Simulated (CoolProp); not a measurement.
Computed with CoolProp (reference Helmholtz-energy equation of state, Penoncello 2003).

Task: For CHF3 (R23), give the phase and the density (kg/m³), Joule-Thomson coefficient (K/MPa), conductivity (mW/(m K)) at 301.8 K and 53.7 bar; 301.8 K and 215 bar.

Result: 
- 301.8 K and 53.7 bar: supercritical; density 700, Joule-Thomson coefficient 4.61, conductivity 52.7
- 301.8 K and 215 bar: supercritical; density 1080, Joule-Thomson coefficient 0.144, conductivity 86.5

Thermal conductivity comes from a separate model (Shan 2000).
